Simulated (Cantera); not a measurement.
# Thermodynamics of boron, boron nitride and boron oxide, feed B2O3 + N2 + H2

A closed system holds: 1 mol B2O3, 5.6 mol N2, 0.18 mol H2, equilibrated at 2102 °C and 750 Torr.

Equilibrium computed with Cantera from the NASA thermochemical tables; the gas is ideal and each condensed phase is pure. Candidate condensed phases: B, BN, B2O3, B3O3H3, H2O; 39 gas species. Rates play no part.

x(N2): 0.822
x(B2O3): 0.123
x(HBO2): 0.0223
x(H2): 0.0109
x(BO): 0.00826
x(HBO): 0.00577
x(B2O2): 0.00520
x(H): 0.00147
x(H2O): 0.000701
gas amount: 6.815 mol
log10 activity of B(l) (absent): -3.02
